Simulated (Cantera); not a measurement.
Feed: 1 mol Na2CO3, 0.32 mol H2S, 9.2 mol O2, 2.1 mol SO2, equilibrated at 1227 °C and 0.0133 bar.

Equilibrium computed with Cantera from the NASA thermochemical tables; the gas is ideal and each condensed phase is pure. Candidate condensed phases: C, C6H6, C7H8, C8H18, H2O, H2SO4, Na, NaOH, NaO2, Na2CO3, Na2O, Na2O2, Na2S, Na2SO4, S; 131 gas species. The numbers say what is thermodynamically allowed, not how fast it happens.

Base state: O2 0.747, SO2 0.129, CO2 0.0909, H2O 0.0287, Na2SO4 0.00255, NaOH 0.000583, SO3 0.000481, OH 0.000169 (mole fractions); condensed: Na2SO4(l).

Problem. What changes in the equilibrium state with this change: temperature from 1227 °C to 1327 °C?

Solution. 
| species | before | after |
|---|---|---|
| O2 | 0.747 | 0.737 |
| SO2 | 0.129 | 0.130 |
| CO2 | 0.0909 | 0.0894 |
| Na2SO4 | 0.00255 | 0.00972 |
| NaOH | 0.000583 | 0.00459 |
| H2O | 0.0287 | 0.0261 |
| Na | 0.000114 | 0.00230 |
| NaO | 2.93e-6 | 5.22e-5 |
| CO | 4.46e-6 | 1.80e-5 |
| O | 3.04e-5 | 0.000108 |
| Na2SO4(l), mol | 0.968 | 0.852 |

Problem. What changes in the equilibrium state with this change: pressure from 0.0133 bar to 7.60 bar?

Solution. 
| species | before | after |
|---|---|---|
| O2 | 0.747 | 0.749 |
| SO2 | 0.129 | 0.120 |
| CO2 | 0.0909 | 0.0917 |
| SO3 | 0.000481 | 0.0107 |
| Na2SO4 | 0.00255 | 4.47e-6 |
| H2O | 0.0287 | 0.0293 |
| Na | 0.000114 | <1e-9 |
| NaOH | 0.000583 | 2.20e-7 |
| O | 3.04e-5 | 1.27e-6 |
| Na2SO4(l), mol | 0.968 | 1.000 |
Condensed phases not in the tables: pyrosulfates.
